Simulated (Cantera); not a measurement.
Input (Python, Cantera):

```python
import numpy as np
import cantera as ct

gas = ct.Solution("gri30.yaml")
gas.TPX = 1625, 101325, {'CH4': 1, 'CO2': 3.2}
reactor = ct.IdealGasConstPressureReactor(gas, energy="off", clone=False)
net = ct.ReactorNet([reactor])
net.rtol, net.atol = 1e-08, 1e-18
show = ['CH4', 'CO2', 'HO2', 'CO', 'HCO', 'CH2']
times = np.geomspace(0.0004, 4, 15)

steps = ct.SolutionArray(gas, extra=["t"])
rows = []
print(f"{'t/s':>10s}{'T/K':>9s}{'P/Pa':>11s}" + "".join(f"{s:>11s}" for s in show))
for t in times:
    while net.time < t:
        t_next = net.step()
        steps.append(gas.state, t=t_next)
    rows.append([np.interp(t, steps.t, y) for y in (steps.T, steps.P, *steps(*show).X.T)])
    print(f"{t:10.3e}{rows[-1][0]:9.1f}{rows[-1][1]:11.4g}" + "".join(f"{x:11.3e}" for x in rows[-1][2:]))
rate = np.gradient(steps.T, steps.t)
print("integrator steps:", len(steps.t))
if steps.T.max() > steps.T[0] + 200:
    print(f"time of steepest temperature rise: {steps.t[rate.argmax()]:.4e} s")
gas.TPX = 1625, 101325, {'CH4': 1, 'CO2': 3.2}
gas.equilibrate("TP")
print(f"equilibrium (TP): T = {gas.T:.1f} K  " + "  ".join(f"{s} {gas[s].X[0]:.3e}" for s in show))
```

It prints:

```
       t/s      T/K       P/Pa        CH4        CO2        HO2         CO        HCO        CH2
 4.000e-04   1625.0  1.013e+05  2.367e-01  7.616e-01  6.528e-15  4.882e-05  1.229e-09  2.256e-08
 7.723e-04   1625.0  1.013e+05  2.349e-01  7.610e-01  9.226e-15  1.493e-04  4.080e-09  3.808e-08
 1.491e-03   1625.0  1.013e+05  2.304e-01  7.593e-01  1.576e-14  5.200e-04  9.238e-09  5.844e-08
 2.879e-03   1625.0  1.013e+05  2.202e-01  7.536e-01  3.066e-14  1.869e-03  1.277e-08  6.939e-08
 5.558e-03   1625.0  1.013e+05  2.022e-01  7.392e-01  5.898e-14  6.097e-03  1.179e-08  6.032e-08
 1.073e-02   1625.0  1.013e+05  1.765e-01  7.110e-01  1.027e-13  1.739e-02  9.807e-09  5.001e-08
 2.072e-02   1625.0  1.013e+05  1.427e-01  6.625e-01  1.598e-13  4.392e-02  8.476e-09  4.667e-08
 4.000e-02   1625.0  1.013e+05  1.012e-01  5.846e-01  2.221e-13  9.615e-02  7.921e-09  5.211e-08
 7.723e-02   1625.0  1.013e+05  5.728e-02  4.809e-01  2.811e-13  1.741e-01  8.290e-09  7.010e-08
 1.491e-01   1625.0  1.013e+05  2.511e-02  3.882e-01  3.291e-13  2.521e-01  9.232e-09  8.632e-08
 2.879e-01   1625.0  1.013e+05  1.402e-02  3.280e-01  2.774e-13  3.164e-01  9.952e-09  6.630e-08
 5.558e-01   1625.0  1.013e+05  1.156e-02  2.800e-01  1.734e-13  3.762e-01  1.043e-08  3.707e-08
 1.073e+00   1625.0  1.013e+05  9.142e-03  2.387e-01  1.104e-13  4.281e-01  1.145e-08  1.812e-08
 2.072e+00   1625.0  1.013e+05  5.999e-03  2.079e-01  7.820e-14  4.662e-01  1.257e-08  7.486e-09
 4.000e+00   1625.0  1.013e+05  2.789e-03  1.902e-01  6.397e-14  4.870e-01  1.329e-08  2.272e-09
integrator steps: 1757
equilibrium (TP): T = 1625.0 K  CH4 1.078e-08  CO2 1.826e-01  HO2 6.079e-14  CO 4.948e-01  HCO 1.393e-08  CH2 6.948e-15
```

Cantera simulation using GRI-Mech 3.0 (53 species, 325 reactions); the numbers are that mechanism's predictions, not measurements.
